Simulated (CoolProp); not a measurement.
A simple Rankine cycle with R143a: condensing at 294.15 K, boiler at 2.81 MPa, turbine inlet 337.1 K, turbine efficiency 0.85, pump efficiency 0.8, no recuperator. Each further row changes one setting.

The numbers come from the reference Helmholtz-energy equation of state, Lemmon and Jacobsen 2000 in CoolProp.

```json
[
 {"case": "as stated", "thermal efficiency (%)": "7.8", "net work (kJ/kg)": "13.8", "heat in (kJ/kg)": "177", "turbine exit temperature (K)": "294.2", "volume ratio over the turbine": "2.79"},
 {"case": "turbine inlet 357.1 K", "thermal efficiency (%)": "8.2", "net work (kJ/kg)": "17.4", "heat in (kJ/kg)": "211", "turbine exit temperature (K)": "318.0", "volume ratio over the turbine": "2.60"},
 {"case": "condensing temperature 286.15 K", "thermal efficiency (%)": "9.3", "net work (kJ/kg)": "17.6", "heat in (kJ/kg)": "190", "turbine exit temperature (K)": "286.2", "volume ratio over the turbine": "3.51"},
 {"case": "boiler pressure 1.97 MPa", "thermal efficiency (%)": "5.4", "net work (kJ/kg)": "10.7", "heat in (kJ/kg)": "200", "turbine exit temperature (K)": "314.3", "volume ratio over the turbine": "1.78"},
 {"case": "turbine efficiency 0.75", "thermal efficiency (%)": "6.7", "net work (kJ/kg)": "11.9", "heat in (kJ/kg)": "177", "turbine exit temperature (K)": "294.7", "volume ratio over the turbine": "2.82"}
]
```

The expansion ends wet for: as stated; condensing temperature 286.15 K.
